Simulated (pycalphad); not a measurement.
An equivalent pycalphad script:

```python
from pycalphad import Database, equilibrium, calculate, variables as v
import numpy as np
db = Database('COST507.tdb')
comps = ['SI', 'V', 'VA']
phases = ['BCC_A2', 'DIAMOND_A4', 'LIQUID', 'SI2V', 'SI3V5', 'SI5V6', 'SIV3']
eq = equilibrium(db, comps, phases, {v.X('V'): 0.486, v.T: np.arange(2850, 499, -40), v.P: 101325, v.N: 1}, output=['HM', 'SM'])
```

Source of the numbers: pycalphad with the COST 507 light-alloy database (1999); pressure 1 atm. The database dates from 1999; later assessments differ in places, in temperatures and in the compounds included. Phase fractions are per mole of atoms. Kinetics are ignored, which matters at the lower temperatures.

Results at three of the temperatures:

```
T = 650.00 K, P = 101325 Pa, N = 1 mol of atoms
G = -64603 J/mol, H = -38532 J/mol, S = 40.11 J/(mol K)  (SER reference)
chemical potentials (J/mol): Si -39311, V -91351
phase             fraction      x(Si)       x(V)
SI3V5               0.5234     0.3750     0.6250
SI2V                0.4766     0.6667     0.3333
```

```
T = 610.00 K, P = 101325 Pa, N = 1 mol of atoms
G = -63031 J/mol, H = -39567 J/mol, S = 38.47 J/(mol K)  (SER reference)
chemical potentials (J/mol): Si -37942, V -89565
phase             fraction      x(Si)       x(V)
SI3V5               0.5234     0.3750     0.6250
SI2V                0.4766     0.6667     0.3333
```

```
T = 530.00 K, P = 101325 Pa, N = 1 mol of atoms
G = -60094 J/mol, H = -41607 J/mol, S = 34.88 J/(mol K)  (SER reference)
chemical potentials (J/mol): Si -35392, V -86219
phase             fraction      x(Si)       x(V)
SI3V5               0.5234     0.3750     0.6250
SI2V                0.4766     0.6667     0.3333
```

Changes of the phase set, refined by bisection:

```
T (°C)    phases above    phases below
------  --------------  --------------
1860.9          liquid  liquid + SI3V5
1669.9  liquid + SI3V5  liquid + SI5V6
1650.8  liquid + SI5V6    SI2V + SI5V6
1161.5    SI2V + SI5V6    SI2V + SI3V5
```

Database names, with the compositions (at.%) that they take in these runs: SI3V5: V 62 Si 38; SI5V6: V 55 Si 45; SI2V: Si 67 V 33.
